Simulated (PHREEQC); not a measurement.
Solution (25 °C): 0.11 mol Cu(NO3)2 and 0.018 mol H3BO3 per kg of water. Closed to the air; pH follows from the charge balance.

Model: ion-association model, phreeqc.dat, run in PHREEQC.

```tsv
quantity	before	after
pH	4.20	3.83
ionic strength (mol/kgw)	0.330	0.330
```

Question: What was changed between the two runs?
A. H3BO3 replaced by HBF4 at the same molality
B. Cu(NO3)2 left out
C. temperature from 25 to 55 °C
D. H3BO3 replaced by NaBF4 at the same molality
E. temperature from 25 to 30 °C

Answer: C, temperature from 25 to 55 °C

This is a speciation only: nothing precipitates in the calculation. Constants without temperature data keep their 25 °C values here.
